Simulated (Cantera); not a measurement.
Source: NASA polynomial tables (part measured, part estimated), evaluated in Cantera. Values are per mole of reaction as written; species without (g) are pure solids or liquids, kept so even where they would boil at 1 bar.

Cl2(g) + 2 Cs ⇌ 2 CsCl

```
T (K)  ΔH° (kJ)  ΔS° (J/K)  ΔG° (kJ)  log10 K  condensed phases
-----  --------  ---------  --------  -------  ----------------
725      -882.8     -191.9    -743.7    53.58    Cs(l), CsCl(s)
775      -873.7     -179.7    -734.5    49.50    Cs(l), CsCl(s)
825      -872.1     -177.7    -725.5    45.94    Cs(l), CsCl(s)
875      -870.5     -175.8    -716.7    42.78    Cs(l), CsCl(s)
925      -836.9     -139.2    -708.2    39.99    Cs(l), CsCl(l)
975           …          …         …        …    Cs(l), CsCl(l)
1025     -831.1     -133.2    -694.6    35.40    Cs(l), CsCl(l)
1075          …          …         …        …    Cs(l), CsCl(l)
1125          …          …         …        …    Cs(l), CsCl(l)
1175          …          …         …        …    Cs(l), CsCl(l)
```

### Question
Fill in the missing entries.

### Answer

- 975, ΔH° (kJ): -834.0
- 975, ΔS° (J/K): -136.1
- 975, ΔG° (kJ): -701.3
- 975, log10 K: 37.57
- 1075, ΔH° (kJ): -828.3
- 1075, ΔS° (J/K): -130.5
- 1075, ΔG° (kJ): -688.0
- 1075, log10 K: 33.43
- 1125, ΔH° (kJ): -825.6
- 1125, ΔS° (J/K): -128.0
- 1125, ΔG° (kJ): -681.5
- 1125, log10 K: 31.64
- 1175, ΔH° (kJ): -822.9
- 1175, ΔS° (J/K): -125.7
- 1175, ΔG° (kJ): -675.2
- 1175, log10 K: 30.01
